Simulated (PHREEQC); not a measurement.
**Mixed reagents with metal-bearing waste water**

Solution A (30 mmol/kgw H3AsO4, 0.28 mmol/kgw HF and 4.2 mmol/kgw NaHSO4) is mixed with solution B (0.011 mol/kgw FeCl3, 0.00064 mol/kgw CuCl2 and 0.00071 mol/kgw H2SO4) at 25 °C; shares are by mass of water, 1 kg in all. Oxygen alone is held at its pressure in air (log pO2 = -0.68). No CO2 enters from the air. Names ending in (a), (am) or -a are amorphous solids. The run lets Fe(OH)3(a), Cu(OH)2, Brochantite, Antlerite, Atacamite, Scorodite, Cu3(AsO4)2:6w, Jarosite-Na, Halite, Mirabilite, Chalcanthite, CuF2:2H2O precipitate or redissolve, and no other solid.

The series has 11 steps of share of solution B, from 0 to 1.

Computed with PHREEQC (ion-association model, wateq4f.dat).

**Question.** Which solids form, in which order, and at which step of the series does each first stand?

**Answer.** Scorodite from share of solution B = 0.5 (pH 2.05), last present at share of solution B = 0.8.

Species that the database lacks are ignored. The database's scorodite may be far more soluble than the real mineral, and it has no iron arsenate complexes; the constant wasn't checked at its source. Fluoro complexes past AlF4- and FeF3 are missing from the database. The database has no arsenate complexes of Cu.
